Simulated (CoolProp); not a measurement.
n-pentane at several states: density (kg/m³) from the reference equation and from simpler models built on Tc = 196.5 °C, pc = 3.368 MPa, ω = 0.251; each cubic takes its own stable root.

The numbers come from the reference Helmholtz-energy equation of state, Thol 2019 in CoolProp.

```json
[
 {"T (°C)": "23.55", "p (MPa)": "3.41", "phase": "liquid", "reference": "626.8", "Soave-Redlich-Kwong": "574.0", "Peng-Robinson": "647.4"},
 {"T (°C)": "-25.75", "p (MPa)": "0.1", "phase": "liquid", "reference": "669.7", "Soave-Redlich-Kwong": "609.0", "Peng-Robinson": "685.6"},
 {"T (°C)": "-3.95", "p (MPa)": "16.6", "phase": "liquid", "reference": "664.4", "Soave-Redlich-Kwong": "610.4", "Peng-Robinson": "684.9"},
 {"T (°C)": "219.35", "p (MPa)": "0.874", "phase": "gas", "reference": "16.73", "Soave-Redlich-Kwong": "16.72", "Peng-Robinson": "16.89"}
]
```
